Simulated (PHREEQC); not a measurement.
Make-up at 25 °C: 3.2 mmol/kgw Al2(SO4)3, 0.31 mmol/kgw ZnCl2 and 0.26 mmol/kgw NaF. Closed to the air; pH follows from the charge balance.

The numbers come from PHREEQC with the ion-association model, wateq4f.dat.

This is a speciation only: nothing precipitates in the calculation.

### Question
Estimate the pH, ionic strength.

### Answer
pH 4.10; ionic strength 0.0187 mol/kgw.

### Question
In which forms is Na present?

### Answer
Na+ 99 %, NaSO4- 1.3 % of the Na.

Saturation is exceeded, for instance for Basaluminite, Gibbsite (slow to form); the values hold only as long as no solid forms. Complexes and solids missing from the database can't appear. Fluoro complexes past AlF4- and FeF3 are missing from the database.
